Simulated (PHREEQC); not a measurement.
A solution holds 0.0045 mol/kgw NiSO4, 0.0031 mol/kgw NaCl and 0.049 mol/kgw Fe2(SO4)3, at 3.1 °C. Closed to the air; pH follows from the charge balance.

Computed with PHREEQC (ion-association model, wateq4f.dat).

Precipitation was switched off in this run.

**Question.** Order these Fe species by the share of Fe that they hold, largest first: Fe2(OH)2+4, Fe+3, Fe(SO4)2-, FeSO4+, Fe3(OH)4+5.

**Answer.** FeSO4+ (71 %), Fe(SO4)2- (18 %), Fe+3 (4.3 %), Fe2(OH)2+4 (2.3 %), Fe3(OH)4+5 (2.0 %)

**Question.** Order these S species by the share of S that they hold, largest first: HSO4-, FeSO4+, SO4-2, Fe(SO4)2-, NiSO4.

**Answer.** FeSO4+ (46 %), SO4-2 (27 %), Fe(SO4)2- (23 %), HSO4- (1.6 %), NiSO4 (1.2 %)

The pH is 2.65 and the ionic strength 0.178 mol/kgw. Examples of supersaturated solids here: Jarosite-Na, Hematite (slow to form). Others may be too. Species that the database lacks are ignored. Away from 25 °C the constants follow the database's enthalpies or fits; those with neither stay at their 25 °C values.
